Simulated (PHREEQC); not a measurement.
Make-up at 25 °C: 0.024 mol HCl, 0.00036 mol ZnSO4 and 0.00017 mol Fe2(SO4)3 per kg of water. Closed to the air; pH follows from the charge balance.

All values are PHREEQC results (ion-association model, phreeqc.dat), not measurements.

Precipitation was switched off in this run.

What pH, specific conductance does the model give?

pH 1.68; specific conductance 9140 µS/cm.

In which forms is Fe present?

Fe+3 43 %, FeSO4+ 31 %, FeCl+2 15 %, FeOH+2 7.6 %, FeHSO4+2 2.7 %, FeCl2+ 0.9 % of the Fe.

Examples of supersaturated solids here: Hematite (slow to form), Goethite (slow to form). Others may be too.
